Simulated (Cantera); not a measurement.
A closed system holds: 1 mol SiH4, 4.8 mol NH3, 0.81 mol O2, equilibrated at 770 Pa.

Cantera equilibrium calculation (NASA polynomials, part measured and part estimated; ideal gas, pure solids and liquids). Candidate condensed phases: H2O, Si, SiO2, Si2N2O, Si3N4; 35 gas species. Mutual solubility and eutectic melting of coexisting phases are not modelled. The tables hold silica as quartz up to 1696 K and as liquid above; real silica turns to tridymite and cristobalite and melts near 1996 K. Kinetics and transport are ignored.

Question: Which condensed phases are stable at each of these points (T (°C)): 1302, 1352, 1402, 1452, 1502, 1552, 1602, 1652?

Answer: 
```json
[
 {"T (°C)": "1302", "condensed phases": "SiO2(β-quartz) + Si2N2O(s)", "Si condensed (%)": "80.1"},
 {"T (°C)": "1352", "condensed phases": "SiO2(β-quartz)", "Si condensed (%)": "61.8"},
 {"T (°C)": "1402", "condensed phases": "SiO2(β-quartz)", "Si condensed (%)": "61.4"},
 {"T (°C)": "1452", "condensed phases": "SiO2(condensed)", "Si condensed (%)": "60.3"},
 {"T (°C)": "1502", "condensed phases": "SiO2(condensed)", "Si condensed (%)": "57.5"},
 {"T (°C)": "1552", "condensed phases": "SiO2(condensed)", "Si condensed (%)": "51.5"},
 {"T (°C)": "1602", "condensed phases": "SiO2(condensed)", "Si condensed (%)": "40.6"},
 {"T (°C)": "1652", "condensed phases": "SiO2(condensed)", "Si condensed (%)": "22.9"}
]
```

At 1302 °C the condensed part is SiO2(β-quartz) + Si2N2O(s). From 1352 °C to 1402 °C the condensed part is SiO2(β-quartz). From 1452 °C to 1652 °C the condensed part is SiO2(condensed).
